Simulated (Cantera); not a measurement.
## Si₂Cl₆ + NH₃ + N₂ (silicon nitride deposition)

Feed: 1 mol Si₂Cl₆, 1.1 mol NH₃, a varied amount of N₂, at 1625 K and 0.000260 bar.

These are equilibrium values from Cantera (NASA tables, ideal gas, pure condensed phases), not measurements of a reactor. Candidate condensed phases: NH₄Cl, Si, Si₃N₄; 28 gas species. The feed counts by its element totals alone. The tables' values for SiCl₃, SiCl are old estimates; treat these amounts as uncertain. Rates play no part.

```
n(N₂) (mol)   x N₂  x SiCl₂   x HCl     x H₂      x Cl
-----------  -----  -------  ------  -------  --------
8.3          0.655    0.146   0.144   0.0495   0.00223
11           0.712    0.122   0.120   0.0412   0.00204
14           0.757    0.103   0.101   0.0348   0.00187
19           0.807   0.0816  0.0804   0.0276   0.00167
24           0.840   0.0677  0.0666   0.0228   0.00152
32           0.874   0.0531  0.0522   0.0179   0.00134
41           0.899   0.0428  0.0420   0.0144   0.00120
54           0.921   0.0334  0.0327   0.0113   0.00106
70           0.938   0.0263  0.0257  0.00887  0.000940
```
x: gas mole fraction; nothing condenses.

From 8.3 mol N₂ to 70 mol N₂ nothing is condensed. The main Si-bearing gas is SiCl₂ throughout.
